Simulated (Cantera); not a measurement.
A freely propagating, adiabatic, planar premixed flame of CH₄ : C₂H₆ : C₃H₈ : O₂ : N₂ = 1 : 0.036 : 0.99 : 9.07 : 34.1 (molar parts), unburnt at 525 K and 1.00 atm; mixture-averaged transport, grid criteria slope 0.08 and curve 0.16, no radiation.

Model: GRI-Mech 3.0 (53 species, 325 reactions), integrated in Cantera. GRI-Mech 3.0 was tuned for natural gas; its chemistry of propane as a main component is partial and can be far from experiment. Burning velocities carry a grid error of a few per cent, more on coarse grids.

**Question.** How do the results move with these cheaper or finer settings: unity-Lewis-number transport; multicomponent transport; multicomponent+Soret transport; grid criteria slope 0.5, curve 1; grid criteria slope 0.25, curve 0.5; grid criteria slope 0.03, curve 0.06?

**Answer.** 
```tsv
setting	laminar burning velocity	thermal thickness	peak x(C₂H₄)	peak x(OH)	grid points
as above	94.1 cm/s	0.340 mm	0.00565	0.00810	131
unity-Lewis-number transport	73.5 cm/s	0.367 mm	0.00354	0.00836	126
multicomponent transport	94.4 cm/s	0.344 mm	0.00569	0.00810	132
multicomponent+Soret transport	93.2 cm/s	0.345 mm	0.00572	0.00808	131
grid criteria slope 0.5, curve 1	105 cm/s	0.383 mm	0.00549	0.00827	40
grid criteria slope 0.25, curve 0.5	97.8 cm/s	0.350 mm	0.00565	0.00824	55
grid criteria slope 0.03, curve 0.06	91.9 cm/s	0.337 mm	0.00567	0.00802	331
```
The base run took roughly 7 core-seconds.
Unity Lewis numbers drop preferential diffusion, which matters most where H2 and H carry the flame; Soret adds thermal diffusion.
